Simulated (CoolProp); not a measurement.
Vapour-liquid equilibrium of ethane (1) + n-butane (2) at 2.05 °C; x and y are mole fractions of (1).

Computed with CoolProp (multi-fluid Helmholtz-energy mixture model, Bücker 2006 and Bücker 2006; pair parameters Kunz 2012).

Question: Give the bubble pressure and the first vapour's composition at x = 0.2, 0.275, 0.425. Is there an azeotrope?

Answer: x = 0.2: 511.3 kPa, y = 0.800; x = 0.275: 670.9 kPa, y = 0.854; x = 0.425: 1002 kPa, y = 0.912. No azeotrope shows between x = 0.05 and 0.95.

The pair parameters rest on a limited set of measurements; away from them the model extrapolates.
